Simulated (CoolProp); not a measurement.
Values from CoolProp's reference Helmholtz-energy equation of state, Wu 2012.

**Question.** Give the vapour pressure (MPa), vapour density (kg/m³), enthalpy of vaporisation (kJ/kg), liquid cp (kJ/(kg K)) of saturated fluoroethane (R161) at 292.2 K.

**Answer.** 
```tsv
T (K)	p (MPa)	vapour density (kg/m³)	enthalpy of vaporisation (kJ/kg)	liquid cp (kJ/(kg K))
292.2	0.783	18.2	350	2.25
```
